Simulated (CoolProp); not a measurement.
The fluid at 298.15 K and 0.133 MPa is throttled through a valve to 0.0372 MPa with no heat exchange. The same conditions are run with several fluids, on thermodynamics alone (safety and materials aside).

Values from CoolProp's reference Helmholtz-energy equation of state of each fluid (cis-2-butene: Lemmon 2005; R404A: Lemmon 2003; CF4 (R14): Platzer 1990; C2F6 (R116): Lemmon 2006; oxygen: Schmidt 1985). The equations of Platzer and Polt are older, rougher fits. Blends and air are pseudo-pure fits.

### Question
Rank cis-2-butene, R404A, CF4 (R14), C2F6 (R116), oxygen by temperature change (K), highest first.

### Answer
oxygen (-0.3), CF4 (R14) (-0.5), C2F6 (R116) (-0.8), R404A (-1.7), cis-2-butene (-3.3)

```
fluid         final density (kg/m³)
------------  ---------------------
cis-2-butene                  0.861
R404A                          1.48
CF4 (R14)                      1.32
C2F6 (R116)                    2.08
oxygen                        0.481
```
